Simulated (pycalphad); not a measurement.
## Effect of Si content in Al-Mn-Si

Computed with pycalphad from the COST 507 light-alloy database (1999), at 1 atm. The database dates from 1999; later assessments differ in places, in temperatures and in the compounds included. Amounts are mole fractions of atoms.

| alloy | liquidus (°C) | first solid | solidus (°C) | phases at 302 °C |
|---|---|---|---|---|
| Al-1.575Mn-1.311Si (wt.%) | 651 | fcc | 612 | fcc 0.95, ALMNSI_ALPHA 0.04, diamond (Si) 0.01 |
| Al-1.574Mn-2.62Si (wt.%) | 661 | ALMNSI_ALPHA | 576 | fcc 0.94, ALMNSI_ALPHA 0.04, diamond (Si) 0.02 |
| Al-1.572Mn-5.235Si (wt.%) | 667 | ALMNSI_ALPHA | 576 | fcc 0.91, ALMNSI_ALPHA 0.04, diamond (Si) 0.04 |
| Al-1.569Mn-10.45Si (wt.%) | 658 | ALMNSI_ALPHA | 576 | fcc 0.86, diamond (Si) 0.10, ALMNSI_ALPHA 0.04 |

Database names, with the compositions (at.%) that they take in these runs: ALMNSI_ALPHA: Al 70 Mn 17 Si 12.
